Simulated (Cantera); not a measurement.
Cantera run, input and output.

```python
import numpy as np
import cantera as ct

gas = ct.Solution("gri30.yaml")
gas.TPX = 1523, 101325, {'CO': 0.0022, 'O2': 0.0023, 'H2O': 0.0054, 'N2': 1}
reactor = ct.IdealGasConstPressureReactor(gas, energy="off", clone=False)
net = ct.ReactorNet([reactor])
net.rtol, net.atol = 1e-08, 1e-18
show = ['CO', 'O2', 'H2O', 'O', 'HO2', 'OH', 'NO']
times = np.geomspace(0.0001, 60, 10)

steps = ct.SolutionArray(gas, extra=["t"])
rows = []
print(f"{'t/s':>10s}{'T/K':>9s}{'P/Pa':>11s}" + "".join(f"{s:>11s}" for s in show))
for t in times:
    while net.time < t:
        t_next = net.step()
        steps.append(gas.state, t=t_next)
    rows.append([np.interp(t, steps.t, y) for y in (steps.T, steps.P, *steps(*show).X.T)])
    print(f"{t:10.3e}{rows[-1][0]:9.1f}{rows[-1][1]:11.4g}" + "".join(f"{x:11.3e}" for x in rows[-1][2:]))
rate = np.gradient(steps.T, steps.t)
print("integrator steps:", len(steps.t))
if steps.T.max() > steps.T[0] + 200:
    print(f"time of steepest temperature rise: {steps.t[rate.argmax()]:.4e} s")
gas.TPX = 1523, 101325, {'CO': 0.0022, 'O2': 0.0023, 'H2O': 0.0054, 'N2': 1}
gas.equilibrate("TP")
print(f"equilibrium (TP): T = {gas.T:.1f} K  " + "  ".join(f"{s} {gas[s].X[0]:.3e}" for s in show))
```

Result:

```
       t/s      T/K       P/Pa         CO         O2        H2O          O        HO2         OH         NO
 1.000e-04   1523.0  1.013e+05  2.178e-03  2.277e-03  5.347e-03  1.154e-09  2.746e-10  8.304e-10  1.188e-15
 4.385e-04   1523.0  1.013e+05  2.178e-03  2.277e-03  5.347e-03  5.958e-09  7.761e-10  1.035e-08  2.683e-14
 1.923e-03   1523.0  1.013e+05  2.174e-03  2.275e-03  5.345e-03  9.665e-07  3.360e-08  2.077e-06  7.097e-12
 8.434e-03   1523.0  1.013e+05  3.638e-04  1.428e-03  4.951e-03  1.314e-04  2.646e-07  1.514e-04  4.931e-07
 3.699e-02   1523.0  1.013e+05  4.421e-05  1.208e-03  5.290e-03  1.472e-05  9.031e-08  5.255e-05  9.473e-07
 1.622e-01   1523.0  1.013e+05  4.640e-06  1.188e-03  5.340e-03  1.694e-06  1.147e-08  1.800e-05  1.025e-06
 7.114e-01   1523.0  1.013e+05  7.794e-07  1.188e-03  5.348e-03  3.235e-07  1.803e-09  7.882e-06  1.039e-06
 3.120e+00   1523.0  1.013e+05  4.369e-07  1.188e-03  5.349e-03  1.909e-07  1.096e-09  6.056e-06  1.053e-06
 1.368e+01   1523.0  1.013e+05  4.347e-07  1.188e-03  5.349e-03  1.901e-07  1.092e-09  6.042e-06  1.109e-06
 6.000e+01   1523.0  1.013e+05  4.347e-07  1.188e-03  5.349e-03  1.900e-07  1.091e-09  6.042e-06  1.351e-06
integrator steps: 1372
equilibrium (TP): T = 1523.0 K  CO 4.453e-07  O2 1.132e-03  H2O 5.349e-03  O 1.855e-07  HO2 1.053e-09  OH 5.970e-06  NO 1.131e-04
```

Detailed kinetics in Cantera: GRI-Mech 3.0 (53 species, 325 reactions).
